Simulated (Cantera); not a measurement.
An isothermal, constant-pressure homogeneous reactor starts with NO : N2 = 1 : 0.51 (molar parts), at 1525 K and 3500 Pa. Integrator tolerance rtol = 1e-08.

Cantera simulation using GRI-Mech 3.0 (53 species, 325 reactions); the numbers are that mechanism's predictions, not measurements. Radical loss at walls, strong at low pressure, is not modelled.

Q: What does this change do: pressure from 3500 Pa to 101000 Pa?

A: 
```json
[
 {"quantity": "x(NO) at 300 s", "before": "0.560 (gas-phase equilibrium 0.00160)", "after": "0.103 (gas-phase equilibrium 0.00160)"},
 {"quantity": "x(N2O) at 300 s", "before": "9.54e-5 (gas-phase equilibrium 1.68e-8)", "after": "3.61e-6 (gas-phase equilibrium 9.04e-8)"},
 {"quantity": "x(N2) at 300 s", "before": "0.389 (gas-phase equilibrium 0.668)", "after": "0.617 (gas-phase equilibrium 0.668)"},
 {"quantity": "x(NO2) at 300 s", "before": "0.000248 (gas-phase equilibrium 1.86e-6)", "after": "0.000591 (gas-phase equilibrium 1.00e-5)"},
 {"quantity": "x(O2) at 300 s", "before": "0.0509 (gas-phase equilibrium 0.330)", "after": "0.279 (gas-phase equilibrium 0.330)"}
]
```

Q: What does this change do: NO 1 to 0.41 parts?

A: 
| quantity | before | after |
|---|---|---|
| x(NO) at 300 s | 0.560 (gas-phase equilibrium 0.00160) | 0.397 (gas-phase equilibrium 0.00142) |
| x(N2O) at 300 s | 9.54e-5 (gas-phase equilibrium 1.68e-8) | 4.90e-5 (gas-phase equilibrium 1.60e-8) |
| x(N2) at 300 s | 0.389 (gas-phase equilibrium 0.668) | 0.579 (gas-phase equilibrium 0.776) |
| x(NO2) at 300 s | 0.000248 (gas-phase equilibrium 1.86e-6) | 0.000123 (gas-phase equilibrium 1.35e-6) |
| x(O2) at 300 s | 0.0509 (gas-phase equilibrium 0.330) | 0.0244 (gas-phase equilibrium 0.222) |

Q: What does this change do: pressure from 3500 Pa to 13300 Pa?

A: 
```tsv
quantity	before	after
x(NO) at 300 s	0.560 (gas-phase equilibrium 0.00160)	0.390 (gas-phase equilibrium 0.00160)
x(N2O) at 300 s	9.54e-5 (gas-phase equilibrium 1.68e-8)	4.74e-5 (gas-phase equilibrium 3.28e-8)
x(N2) at 300 s	0.389 (gas-phase equilibrium 0.668)	0.474 (gas-phase equilibrium 0.668)
x(NO2) at 300 s	0.000248 (gas-phase equilibrium 1.86e-6)	0.000564 (gas-phase equilibrium 3.63e-6)
x(O2) at 300 s	0.0509 (gas-phase equilibrium 0.330)	0.136 (gas-phase equilibrium 0.330)
```
